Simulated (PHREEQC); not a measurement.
Solution (25 °C): 0.24 mol NH4Cl and 0.003 mol Na2CO3 per kg of water. Closed to the air; pH follows from the charge balance.

All values are PHREEQC results (ion-association model, wateq4f.dat), not measurements.

```tsv
quantity	before	after
pH	7.50	6.58
ionic strength (mol/kgw)	0.243	0.240
NH3 (mol/kgw)	0.00313	0.000387
```

What was changed between the two runs?
(A) Na2CO3 from 0.003 to 0.0003 mol/kgw
(B) Na2CO3 replaced by KHCO3 at the same molality
(C) NH4Cl from 0.24 to 0.36 mol/kgw
(D) Na2CO3 replaced by Na2SeO3 at the same molality
(E) 0.08 mol/kgw Na2SO4 added

A, Na2CO3 from 0.003 to 0.0003 mol/kgw

No solid was allowed to form.
